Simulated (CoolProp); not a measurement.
Vapour-liquid equilibrium of R125 (1) + R134a (2) at 6.28 kPa; x and y are mole fractions of (1).

Values from CoolProp's multi-fluid Helmholtz-energy mixture model, Lemmon 2005 and Tillner-Roth 1994; pair parameters Lemmon 2004.

```
x      bubble temperature, mixture model (K)  bubble temperature, Raoult's law (K)  y, mixture model  y, Raoult's law
-----  -------------------------------------  ------------------------------------  ----------------  ---------------
0.05                                   198.1                                 198.1             0.174            0.173
0.125                                  195.7                                 195.7             0.370            0.369
0.2                                    193.6                                 193.7             0.513            0.511
0.275                                  191.8                                 191.9             0.621            0.619
0.35                                   190.2                                 190.3             0.703            0.701
0.425                                  188.8                                 188.9             0.768            0.766
0.5                                    187.5                                 187.6             0.820            0.819
0.575                                  186.3                                 186.4             0.862            0.861
0.65                                   185.3                                 185.3             0.896            0.896
0.725                                  184.3                                 184.3             0.925            0.925
0.8                                    183.4                                 183.4             0.950            0.950
0.875                                  182.6                                 182.6             0.971            0.971
0.95                                   181.8                                 181.8             0.989            0.989
```

The largest gap from Raoult's law is -0.1 K in bubble temperature, at x = 0.425. No azeotrope shows between x = 0.05 and 0.95.

Pair parameters are fitted to limited data, so mixtures are less certain than the pure fluids.
